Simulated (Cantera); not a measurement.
## Thermodynamics of titanium nitride, carbide and oxide coatings, feed Ti + H2O

Charge: 1 mol Ti, 0.16 mol H2O, held at 2075 K and 7.00 mbar.

Equilibrium computed with Cantera from the NASA thermochemical tables; the gas is ideal and each condensed phase is pure. Candidate condensed phases: H2O, Ti, TiO, TiO2, Ti2O3, Ti3O5, Ti4O7; 12 gas species. Each liquid is taken as pure. Mutual solubility and eutectic melting of coexisting phases are not modelled. TiO: taken at fixed stoichiometry. Condensed phases not in the tables: N, O or C dissolved in the metal. Rates play no part.

```
Property                                 Result
-----------------------------------  ----------
x(H2)                                     0.965
x(H)                                     0.0313
x(Ti)                                   0.00367
x(TiO)                                 0.000314
x(H2O)                                  2.52e-6
n(Ti(l))                              0.839 mol
n(TiO(l))                             0.160 mol
gas amount                           0.1632 mol
log10 activity of Ti2O3(s) (absent)       -2.29
log10 activity of Ti3O5(l) (absent)       -4.99
log10 activity of Ti4O7(l) (absent)       -8.00
```
